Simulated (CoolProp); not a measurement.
Values from CoolProp's reference Helmholtz-energy equation of state, Gao 2020.

Question: For ammonia, give the phase and the cp (kJ/(kg K)) at -7.45 °C and 0.249 MPa; 50.05 °C and 0.249 MPa; 78.75 °C and 0.249 MPa.

Answer: 
- -7.45 °C and 0.249 MPa: gas; cp 2.45
- 50.05 °C and 0.249 MPa: gas; cp 2.25
- 78.75 °C and 0.249 MPa: gas; cp 2.26
